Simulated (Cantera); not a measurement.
**Premixed flame**

A freely propagating, adiabatic, planar premixed flame of C3H8 : O2 : N2 : H2O : CO2 = 1 : 6.1 : 22.9 : 1.3 : 0.35 (molar parts), unburnt at 600 K and 0.640 bar; mixture-averaged transport, grid criteria slope 0.08 and curve 0.16, no radiation.

Cantera simulation using GRI-Mech 3.0 (53 species, 325 reactions); the numbers are that mechanism's predictions, not measurements. GRI-Mech 3.0 was tuned for natural gas; its chemistry of propane as a main component is partial and can be far from experiment. Burning velocities carry a grid error of a few per cent, more on coarse grids.

| z (mm) | T (K) | u (m/s) | x C3H8 | x O2 | x H2O | x C2H2 | x H | x HCN |
|---|---|---|---|---|---|---|---|---|
| -1.44 | 600 | 1.31 | 0.0316 | 0.193 | 0.0411 | 1.34e-8 | <1e-8 | <1e-8 |
| -0.963 | 601 | 1.32 | 0.0315 | 0.192 | 0.0412 | 1.93e-7 | <1e-8 | <1e-8 |
| -0.722 | 605 | 1.33 | 0.0315 | 0.192 | 0.0418 | 9.64e-7 | <1e-8 | <1e-8 |
| -0.481 | 631 | 1.39 | 0.0312 | 0.189 | 0.0452 | 8.23e-6 | 2.24e-7 | <1e-8 |
| -0.241 | 864 | 1.94 | 0.0253 | 0.166 | 0.0676 | 0.000124 | 4.84e-5 | 1.05e-7 |
| -0.120 | 1199 | 2.76 | 0.0110 | 0.131 | 0.0954 | 0.000397 | 0.000534 | 3.29e-7 |
| 0 | 1557 | 3.65 | 0.000587 | 0.0896 | 0.125 | 0.000702 | 0.00283 | 7.51e-7 |
| 0.120 | 1715 | 4.03 | 1.36e-6 | 0.0650 | 0.138 | 0.000151 | 0.00561 | 7.59e-7 |
| 0.241 | 1764 | 4.13 | <1e-8 | 0.0551 | 0.141 | 6.50e-6 | 0.00707 | 3.63e-7 |
| 0.481 | 1821 | 4.24 | <1e-8 | 0.0484 | 0.141 | 1.09e-8 | 0.00751 | 5.47e-8 |
| 0.963 | 1895 | 4.38 | <1e-8 | 0.0442 | 0.143 | <1e-8 | 0.00620 | <1e-8 |
| 1.93 | 1979 | 4.55 | <1e-8 | 0.0412 | 0.147 | <1e-8 | 0.00389 | <1e-8 |
| 3.85 | 2060 | 4.71 | <1e-8 | 0.0385 | 0.152 | <1e-8 | 0.00198 | <1e-8 |
x: mole fraction of selected species; z is measured from the peak of heat release.

```
Item                         Value
------------------------  --------
laminar burning velocity  131 cm/s
thermal thickness         0.481 mm
peak x(C2H2)              0.000715
peak x(H)                  0.00758
peak x(HCN)                8.59e-7
grid points                    142
```
